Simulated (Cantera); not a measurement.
**Catalytic combustion on Pt**

An isothermal plug-flow reactor at 1050 K and 0.330 bar (inlet), inlet velocity 0.58 m/s, active area per volume 650 1/m; feed 0.738 % CH4, 3.03 % O2, 95.6 % N2, 0.617 % H2O, equivalence ratio 0.49.

Detailed kinetics in Cantera: Deutschmann's 1995 Pt surface mechanism with GRI-Mech 3.0 gas chemistry. Catalytic surfaces can have several steady states; this one follows from the mechanism file's or the stated starting coverage. Mass transfer to the wall is taken as infinitely fast.

```json
[
 {"z (m)": "0.00036", "x CH4": "0.00636", "x O2": "0.0282", "x H2O": "0.00822", "x CO2": "0.00102", "x CO": "6.06e-6", "θ free Pt": "0.407", "θ O*": "0.592", "θ OH*": "0.000985"},
 {"z (m)": "0.00064", "x CH4": "0.00565", "x O2": "0.0268", "x H2O": "0.00963", "x CO2": "0.00172", "x CO": "5.42e-6", "θ free Pt": "0.409", "θ O*": "0.590", "θ OH*": "0.00107"},
 {"z (m)": "0.0011", "x CH4": "0.00463", "x O2": "0.0248", "x H2O": "0.0117", "x CO2": "0.00274", "x CO": "4.49e-6", "θ free Pt": "0.414", "θ O*": "0.585", "θ OH*": "0.00117"},
 {"z (m)": "0.002", "x CH4": "0.00310", "x O2": "0.0217", "x H2O": "0.0147", "x CO2": "0.00427", "x CO": "3.06e-6", "θ free Pt": "0.421", "θ O*": "0.578", "θ OH*": "0.00131"},
 {"z (m)": "0.0036", "x CH4": "0.00147", "x O2": "0.0185", "x H2O": "0.0180", "x CO2": "0.00589", "x CO": "1.49e-6", "θ free Pt": "0.429", "θ O*": "0.570", "θ OH*": "0.00145"},
 {"z (m)": "0.0064", "x CH4": "0.000379", "x O2": "0.0163", "x H2O": "0.0201", "x CO2": "0.00698", "x CO": "3.90e-7", "θ free Pt": "0.435", "θ O*": "0.563", "θ OH*": "0.00154"},
 {"z (m)": "0.011", "x CH4": "3.90e-5", "x O2": "0.0156", "x H2O": "0.0208", "x CO2": "0.00732", "x CO": "4.10e-8", "θ free Pt": "0.437", "θ O*": "0.561", "θ OH*": "0.00156"},
 {"z (m)": "0.02", "x CH4": "4.76e-7", "x O2": "0.0155", "x H2O": "0.0209", "x CO2": "0.00736", "x CO": "1.12e-9", "θ free Pt": "0.438", "θ O*": "0.561", "θ OH*": "0.00157"},
 {"z (m)": "0.036", "x CH4": "1.17e-9", "x O2": "0.0155", "x H2O": "0.0209", "x CO2": "0.00736", "x CO": "4.84e-10", "θ free Pt": "0.438", "θ O*": "0.561", "θ OH*": "0.00157"}
]
```
x: gas mole fraction; θ: surface coverage.
